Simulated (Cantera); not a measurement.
Feed: 1 mol acetone, 4.9 mol H₂, 0.4 mol N₂, equilibrated at 69.0 mbar.

These are equilibrium values from Cantera (NASA tables, ideal gas, pure condensed phases), not measurements of a reactor. Candidate condensed phases: C, C₆H₆, C₇H₈, C₈H₁₈, H₂O; 136 gas species. The feed counts by its element totals alone. Equilibrium is a limit: real reactors are often held back by kinetics, nucleation or transport.

log p: log10 of the partial pressure in bar; n: condensed amount in mol.

```csv
T (K),log p H₂,log p CO,log p N₂,log p H,log p HCN,n C(graphite)
1248,-1.23,-2.13,-2.53,?,-5.79,2.00
1348,-1.23,-2.13,-2.53,?,-5.37,2.00
1448,-1.23,-2.13,-2.53,?,-5.02,2.00
1548,-1.23,-2.13,-2.53,?,-4.71,2.00
1648,-1.23,-2.13,-2.53,?,-4.45,1.99
1748,-1.23,-2.13,-2.53,?,-4.21,1.99
1848,-1.23,-2.13,-2.54,?,-4.00,1.98
1948,-1.23,-2.13,-2.54,?,-3.81,1.97
```

Complete the blanks.


- 1248, log p H: -6.95
- 1348, log p H: -6.25
- 1448, log p H: -5.65
- 1548, log p H: -5.13
- 1648, log p H: -4.67
- 1748, log p H: -4.26
- 1848, log p H: -3.89
- 1948, log p H: -3.56
